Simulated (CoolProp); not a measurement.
Saturation properties of fluorine (Tc = 144.4 K, pc = 5.240 MPa, ω = 0.045).

Model: reference Helmholtz-energy equation of state, de Reuck 1990, in CoolProp.

| T (K) | p (MPa) | liquid density (kg/m³) | liquid cp (kJ/(kg K)) |
|---|---|---|---|
| 79.2 | 0.04917 | 1542 | 1.495 |
| 86.1 | 0.1143 | 1494 | 1.514 |
| 93.1 | 0.2341 | 1443 | 1.544 |
| 100 | 0.4275 | 1390 | 1.585 |
| 107 | 0.7245 | 1332 | 1.645 |
| 113.9 | 1.142 | 1269 | 1.733 |
| 120.9 | 1.718 | 1198 | 1.881 |
| 127.8 | 2.466 | 1115 | 2.158 |
| 134.8 | 3.442 | 1007 | 2.858 |
| 141.7 | 4.664 | 834.1 | 7.072 |

It boils at 85.0 K under 1 atm.
